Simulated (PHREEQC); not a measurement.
Dissolve 0.086 mol/kgw ZnCl2 and 0.00018 mol/kgw FeSO4 at 83 °C. Closed to the air; pH follows from the charge balance.

All values are PHREEQC results (ion-association model, phreeqc.dat), not measurements.

No solid was allowed to form.

Question: Predict the pH, density.

Answer: pH 4.61; density 0.980 g/cm³.

Question: In which forms is S present?

Answer: ZnSO4 52 %, SO4-2 47 % of the S.

At this temperature some constants are extrapolated from 25 °C, and those without enthalpy data are left unchanged.
